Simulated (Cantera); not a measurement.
Input: 1 mol Pb, 0.96 mol H2, 35 mol N2, held at 75.0 Torr.

These are equilibrium values from Cantera (NASA tables, ideal gas, pure condensed phases), not measurements of a reactor. Candidate condensed phases: Pb; 11 gas species. The numbers say what is thermodynamically allowed, not how fast it happens. All values below are at 1173 K.

Base state: N2 0.969, H2 0.0266, Pb 0.00422 (mole fractions); condensed: Pb(l).

**Question.** What changes in the equilibrium state with this change: Pb replaced by HgO?

**Answer.** 
```
species      before     after
----------  -------  --------
N2            0.969     0.946
Hg                0    0.0270
H2O               0    0.0260
H2           0.0266   2.54e-8
Pb          0.00422         0
O2                0  0.000536
Pb(l), mol    0.848         0
```
Further candidate phases: H2O, Hg, HgO.
